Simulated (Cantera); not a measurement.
Equilibrium for silicon etching in halogen gases: Si + Br2 + H2

Feed: 1 mol Si, 0.56 mol Br2, 6.2 mol H2, at 0.100 bar.

Method: chemical equilibrium by Gibbs-energy minimisation in Cantera with the NASA 1993 tables (ideal gas, pure condensed phases). Candidate condensed phases: Br2, Si; 19 gas species. The tables' values for SiBr3, SiBr are old estimates; treat these amounts as uncertain. Gases not in the tables: Si2H6 and higher silanes. Rates play no part.

From 275 °C to 1325 °C the condensed part is Si(s). At 1475 °C the condensed part is Si(l). The main Si-bearing gas is SiBr4 at 275 °C and SiBr2 at 1475 °C.

| T (°C) | log p H2 | log p HBr | log p SiBr4 | log p SiBr2 | n Si(s) | n Si(l) |
|---|---|---|---|---|---|---|
| 275 | -1.02 | -5.32 | -2.39 | -10.51 | 0.715 | 0 |
| 425 | -1.02 | -3.97 | -2.40 | -7.38 | 0.715 | 0 |
| 575 | -1.02 | -3.11 | -2.42 | -5.38 | 0.725 | 0 |
| 725 | -1.03 | -2.54 | -2.50 | -4.02 | 0.756 | 0 |
| 875 | -1.04 | -2.17 | -2.74 | -3.12 | 0.799 | 0 |
| 1025 | -1.06 | -2.00 | -3.39 | -2.66 | 0.810 | 0 |
| 1175 | -1.06 | -1.98 | -4.37 | -2.54 | 0.797 | 0 |
| 1325 | -1.06 | -2.00 | -5.28 | -2.51 | 0.786 | 0 |
| 1475 | -1.06 | -2.00 | -6.05 | -2.51 | 0 | 0.790 |
log p: log10 of the partial pressure in bar; n: condensed amount in mol.
